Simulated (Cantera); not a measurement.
An isothermal, constant-pressure homogeneous reactor starts with 9.49 % N₂O, 0.0617 % H₂, 84.5 % N₂, 5.98 % H₂O, at 1200 K and 760 Torr.

Computed with Cantera and GRI-Mech 3.0 (53 species, 325 reactions). GRI-Mech 3.0 was tuned for natural gas; its chemistry of N2O as a main component is partial and can be far from experiment. The mechanism lacks the step 2 NO + O2 → 2 NO2, which can matter for NO2 below about 1400 K. The temperature is held fixed by assumption; the heat of reaction is taken as removed at once.

x: mole fraction; the columns are a selection and need not sum to one.

```
t (s)        x N₂O  x H₂     x OH      x O₂   x N₂   x H₂O
--------  --------  ----  -------  --------  -----  ------
0.000300    0.0949   ___  7.15e-6   4.77e-6  0.845  0.0598
0.00138     0.0946   ___  1.95e-5   3.07e-5  0.845  0.0600
0.00634     0.0939   ___  2.28e-5  0.000185  0.845  0.0603
0.0292      0.0921   ___  2.30e-5  0.000920  0.846  0.0603
0.134       0.0849   ___  2.38e-5   0.00410  0.850  0.0601
0.617       0.0596   ___  2.29e-5    0.0153  0.863  0.0594
2.84        0.0157   ___  1.55e-5    0.0351  0.886  0.0581
13.0      0.000212   ___  2.87e-6    0.0424  0.895  0.0577
60.0       1.19e-8   ___  1.52e-6    0.0425  0.895  0.0577
```

Problem. Some entries are withheld; supply them.

Solution. 
- 0.000300, x H₂: 0.000603
- 0.00138, x H₂: 0.000426
- 0.00634, x H₂: 4.11e-5
- 0.0292, x H₂: 6.86e-7
- 0.134, x H₂: 5.09e-7
- 0.617, x H₂: 3.49e-7
- 2.84, x H₂: 1.53e-7
- 13.0, x H₂: 7.74e-9
- 60.0, x H₂: 3.56e-9
